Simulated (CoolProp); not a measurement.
A closed Brayton cycle with carbon dioxide: compressor inlet 332.15 K and 9.6 MPa, high pressure 27.9 MPa, turbine inlet 785 K, compressor efficiency 0.89, turbine efficiency 0.93, recuperator effectiveness 0.9 (on enthalpy, no pinch check). Each further row changes one setting.

The numbers come from the reference Helmholtz-energy equation of state, Span 1996 in CoolProp.

```
case                           thermal efficiency (%)  net work (kJ/kg)  compressor to turbine work  compressor exit (K)  turbine exit (K)
-----------------------------  ----------------------  ----------------  --------------------------  -------------------  ----------------
as stated                                        33.4              82.6                        0.39                417.0             656.9
turbine inlet 735 K                               [?]              72.3                         [?]                417.0               [?]
compressor inlet 342.15 K                         [?]              75.7                         [?]                  [?]             656.9
high pressure 23.7 MPa                           32.6              73.5                        0.37                  [?]             676.0
recuperator effectiveness 0.5                     [?]              82.6                        0.39                417.0             656.9
```

Fill in the missing entries.


- turbine inlet 735 K, thermal efficiency (%): 31.2
- turbine inlet 735 K, compressor to turbine work: 0.42
- turbine inlet 735 K, turbine exit (K): 611.6
- compressor inlet 342.15 K, thermal efficiency (%): 32.1
- compressor inlet 342.15 K, compressor to turbine work: 0.44
- compressor inlet 342.15 K, compressor exit (K): 434.8
- high pressure 23.7 MPa, compressor exit (K): 403.8
- recuperator effectiveness 0.5, thermal efficiency (%): 23.0
